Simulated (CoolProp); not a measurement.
The fluid at 312.64 K and 9.14 MPa is throttled through a valve to 3.73 MPa with no heat exchange. The same conditions are run with several fluids, on thermodynamics alone (safety and materials aside).

Values from CoolProp's reference Helmholtz-energy equation of state of each fluid (CH2F2 (R32): Tillner-Roth 1997; R1233zd(E): Akasaka 2022; n-heptane: Span 2003; toluene: Lemmon 2006; R227EA: Lemmon 2016).

### Question
Rank CH2F2 (R32), R1233zd(E), n-heptane, toluene, R227EA by temperature change (K), highest first.

### Answer
toluene (+2.4), n-heptane (+2.2), R1233zd(E) (+1.5), R227EA (+0.4), CH2F2 (R32) (-1.4)

| fluid | final density (kg/m³) |
|---|---|
| CH2F2 (R32) | 915 |
| R1233zd(E) | 1240 |
| n-heptane | 669 |
| toluene | 850 |
| R227EA | 1350 |
